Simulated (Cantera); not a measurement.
**Premixed flame**

A freely propagating, adiabatic, planar premixed flame of 37.8 % H2, 12.6 % O2, 47.2 % N2, 2.45 % H2O, equivalence ratio 1.5, unburnt at 575 K and 5030 Torr; mixture-averaged transport, grid criteria slope 0.08 and curve 0.16, no radiation.

Cantera simulation using the H2/O2 subset of GRI-Mech 3.0, which has no nitrogen chemistry; the numbers are that mechanism's predictions, not measurements. The hydrogen kinetics of GRI-Mech 3.0 are dated; newer H2 mechanisms differ, most at raised pressure. Burning velocities carry a grid error of a few per cent, more on coarse grids.

```tsv
z (mm)	T (K)	u (m/s)	x H2	x O2	x H2O	x OH	x O	x HO2
-0.111	575	7.76	0.378	0.126	0.0245	<1e-8	<1e-8	<1e-8
-0.0743	575	7.76	0.378	0.126	0.0245	<1e-8	<1e-8	<1e-8
-0.0557	575	7.76	0.378	0.126	0.0246	<1e-8	<1e-8	5.22e-8
-0.0372	576	7.76	0.377	0.126	0.0246	<1e-8	3.61e-8	1.79e-6
-0.0186	627	8.30	0.363	0.127	0.0272	4.52e-5	1.02e-5	0.000580
-0.00929	922	11.8	0.322	0.119	0.0553	0.00111	0.000289	0.00104
0	1369	17.0	0.249	0.0876	0.129	0.00277	0.00205	0.000470
0.00929	1693	20.8	0.180	0.0441	0.212	0.00595	0.00365	0.000203
0.0186	1868	22.8	0.145	0.0187	0.259	0.00840	0.00346	7.99e-5
0.0372	2028	24.6	0.129	0.00473	0.287	0.00986	0.00250	1.93e-5
0.0743	2161	26.0	0.130	0.00162	0.297	0.00894	0.00146	6.78e-6
0.149	2267	27.0	0.134	0.000734	0.304	0.00681	0.000688	3.03e-6
0.297	2339	27.7	0.136	0.000296	0.309	0.00460	0.000275	1.14e-6
```
x: mole fraction of selected species; z is measured from the peak of heat release.

```
Item                          Value
------------------------  ---------
laminar burning velocity   776 cm/s
thermal thickness         0.0372 mm
peak x(OH)                  0.00987
peak x(O)                   0.00371
peak x(HO2)                 0.00124
grid points                     108
```
